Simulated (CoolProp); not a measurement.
Toluene along the isotherm 620 K: fugacity coefficient from the reference equation and from simpler models built on Tc = 591.7 K, pc = 4126 kPa, ω = 0.266; each cubic takes its own stable root.

Values from CoolProp's reference Helmholtz-energy equation of state, Lemmon 2006. It is a short technical equation, of lower accuracy than the large ones.

```
p (kPa)  phase  reference  van der Waals  Soave-Redlich-Kwong  Peng-Robinson
-------  -----  ---------  -------------  -------------------  -------------
258        gas     0.9804         0.9835               0.9819         0.9797
516        gas          …         0.9670               0.9639         0.9596
774        gas     0.9417         0.9505                    …         0.9397
1030       gas     0.9228         0.9342               0.9286         0.9202
1290       gas     0.9037         0.9177               0.9109         0.9007
1550       gas     0.8848         0.9012               0.8933         0.8814
1810       gas          …         0.8847               0.8758         0.8623
2060       gas     0.8482         0.8689               0.8591         0.8441
```

Complete the blanks.


- 516, reference: 0.9610
- 774, Soave-Redlich-Kwong: 0.9461
- 1810, reference: 0.8661
